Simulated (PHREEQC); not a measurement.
Dissolve 0.1 mol/kgw CaCl2 at 25 °C and 100 atm. Closed to the air; pH follows from the charge balance.

Equilibrium calculation in PHREEQC: ion-association model, phreeqc.dat.

Each row changes one thing in this solution. Precipitation was switched off in this run.

```tsv
case	pH	ionic strength (mol/kgw)
as made	6.87	0.300
0.0018 mol/kgw CO2 added	4.43	0.300
CaCl2 from 0.1 to 0.5 mol/kgw	6.75	___
CaCl2 replaced by CdCl2 at the same molality	___	0.122
```

Q: What belongs in the gaps?

A: 
- CaCl2 from 0.1 to 0.5 mol/kgw, ionic strength (mol/kgw): 1.50
- CaCl2 replaced by CdCl2 at the same molality, pH: 5.37

The ionic strength passes 0.7 mol/kgw, the rough limit of the ion-association models, in CaCl2 from 0.1 to 0.5 mol/kgw. Under pressure, the constants of complexes without a molar volume in the database are unreliable.
